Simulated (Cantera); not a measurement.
A freely propagating, adiabatic, planar premixed flame of CO : H2 : CH4 : O2 : N2 = 1 : 0.26 : 0.31 : 0.893 : 3.36 (molar parts), unburnt at 475 K and 2930 Torr; unity-Lewis-number transport, grid criteria slope 0.08 and curve 0.16, no radiation.

Detailed kinetics in Cantera: GRI-Mech 3.0 (53 species, 325 reactions). Unity Lewis numbers drop preferential diffusion, which matters most where H2 and H carry the flame. Burning velocities carry a grid error of a few per cent, more on coarse grids.

x: mole fraction of selected species; z is measured from the peak of heat release.

```
z (mm)   T (K)  u (m/s)   x CO    x H2     x CH4    x HCN   x C2H4  x HO2
-------  -----  -------  -----  ------  --------  -------  -------  -----
-0.293     475    0.757  0.172  0.0446    0.0532    <1e-8  1.85e-8    [?]
-0.195     478    0.760  0.172  0.0446    0.0532    <1e-8  2.51e-7    [?]
-0.147     488    0.777  0.172  0.0445    0.0528  2.14e-8  1.27e-6    [?]
-0.0977    559    0.890  0.171  0.0439    0.0505  1.41e-7  8.30e-6    [?]
-0.0488    951     1.51  0.166  0.0400    0.0367  8.43e-7  4.84e-5    [?]
-0.0244   1360     2.14  0.161  0.0355    0.0207  1.69e-6  8.47e-5    [?]
0         1776     2.79  0.150  0.0285   0.00436  2.76e-6  5.18e-5    [?]
0.0244    1965     3.07  0.134  0.0225  0.000221  2.03e-6  1.99e-6    [?]
0.0488    2046     3.18  0.123  0.0222   6.82e-6  8.38e-7  2.31e-8    [?]
0.0977    2133     3.29  0.115  0.0228   1.65e-8  1.53e-7    <1e-8    [?]
0.195     2213     3.39  0.112  0.0220     <1e-8  1.23e-8    <1e-8    [?]
0.391     2270     3.46  0.110  0.0211     <1e-8    <1e-8    <1e-8    [?]
0.781     2303     3.50  0.109  0.0207     <1e-8    <1e-8    <1e-8    [?]
```

Task: Complete the blanks.

Result: 
- -0.293, x HO2: 7.47e-8
- -0.195, x HO2: 1.01e-6
- -0.147, x HO2: 5.15e-6
- -0.0977, x HO2: 3.43e-5
- -0.0488, x HO2: 0.000164
- -0.0244, x HO2: 0.000186
- 0, x HO2: 7.54e-5
- 0.0244, x HO2: 1.90e-5
- 0.0488, x HO2: 1.01e-5
- 0.0977, x HO2: 5.44e-6
- 0.195, x HO2: 2.62e-6
- 0.391, x HO2: 1.01e-6
- 0.781, x HO2: 3.14e-7
